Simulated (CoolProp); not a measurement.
Carbon dioxide at 277.57 K and 2.7 MPa is throttled through a valve to 0.247 MPa with no heat exchange. Each further row changes one setting.

Values from CoolProp's reference Helmholtz-energy equation of state, Span 1996.

| case | temperature change (K) | final density (kg/m³) |
|---|---|---|
| as stated | -39.8 | ___ |
| outlet pressure 0.0741 MPa | -43.3 | ___ |
| outlet pressure 0.321 MPa | -38.3 | ___ |

Task: What belongs in the gaps?

Result: 
- as stated, final density (kg/m³): 5.65
- outlet pressure 0.0741 MPa, final density (kg/m³): 1.69
- outlet pressure 0.321 MPa, final density (kg/m³): 7.35
